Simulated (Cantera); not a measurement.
Cantera run, input and output.

```python
import numpy as np
import cantera as ct

gas = ct.Solution("gri30.yaml")


def delay(T, t_max=10):
    gas.TPX = T, 1300000, {'CH4': 1, 'O2': 1.25, 'N2': 4.7}
    reactor = ct.IdealGasReactor(gas, clone=False)
    net = ct.ReactorNet([reactor])
    net.rtol, net.atol = 1e-8, 1e-16
    while net.time < t_max:
        t_old, T_old = net.time, reactor.T
        net.step()
        if reactor.T > T + 400:  # ignition: a rise of 400 K
            return t_old + (T + 400 - T_old) / (reactor.T - T_old) * (net.time - t_old)
    return np.nan


taus = []
for T in [1200, 1275, 1350, 1425, 1500, 1575, 1650]:
    taus.append(delay(T))
    print(f"T0 = {T:6g} K   tau = {taus[-1]:.4e} s")
```

Result:

```
T0 =   1200 K   tau = 4.2414e-03 s
T0 =   1275 K   tau = 1.7465e-03 s
T0 =   1350 K   tau = 7.6283e-04 s
T0 =   1425 K   tau = 3.4994e-04 s
T0 =   1500 K   tau = 1.6731e-04 s
T0 =   1575 K   tau = 8.3062e-05 s
T0 =   1650 K   tau = 4.2862e-05 s
```

Cantera simulation using GRI-Mech 3.0 (53 species, 325 reactions); the numbers are that mechanism's predictions, not measurements. The pressure lies above the range GRI-Mech 3.0 was tuned for (to about 10 atm).
